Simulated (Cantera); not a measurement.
# NO annealing gas

An isothermal, constant-pressure homogeneous reactor starts with NO : N2 = 1 : 1.3 (molar parts), at 2000 K and 0.132 atm.

Detailed kinetics in Cantera: GRI-Mech 3.0 (53 species, 325 reactions).

```tsv
t (s)	x NO	x O	x NO2	x N2	x N2O	x O2
1.00e-5	0.435	2.92e-7	9.58e-10	0.565	2.92e-7	1.29e-10
2.62e-5	0.435	7.62e-7	6.46e-9	0.565	7.62e-7	8.79e-10
6.84e-5	0.435	1.98e-6	4.28e-8	0.565	1.98e-6	6.00e-9
0.000179	0.435	5.12e-6	2.69e-7	0.565	5.08e-6	4.08e-8
0.000468	0.435	1.32e-5	1.51e-6	0.565	1.27e-5	2.82e-7
0.00122	0.435	3.46e-5	6.87e-6	0.565	2.94e-5	2.15e-6
0.00320	0.435	9.16e-5	2.27e-5	0.565	5.72e-5	2.03e-5
0.00837	0.434	0.000168	4.23e-5	0.565	7.92e-5	0.000172
0.0219	0.433	0.000187	4.71e-5	0.566	8.18e-5	0.000753
0.0572	0.430	0.000201	5.15e-5	0.568	8.02e-5	0.00232
0.150	0.421	0.000235	6.13e-5	0.572	7.61e-5	0.00652
0.391	0.399	0.000306	8.01e-5	0.583	6.62e-5	0.0179
1.02	0.339	0.000438	0.000103	0.613	4.56e-5	0.0476
2.68	0.211	0.000632	9.66e-5	0.677	1.65e-5	0.112
7.00	0.0638	0.000797	3.76e-5	0.750	1.55e-6	0.185
```
x: mole fraction; the columns are a selection and need not sum to one.

Equilibrium at this temperature and pressure: NO 0.00770, O 0.000851, NO2 4.87e-6, N2 0.778, N2O 1.57e-7, O2 0.213 (gas phase only).
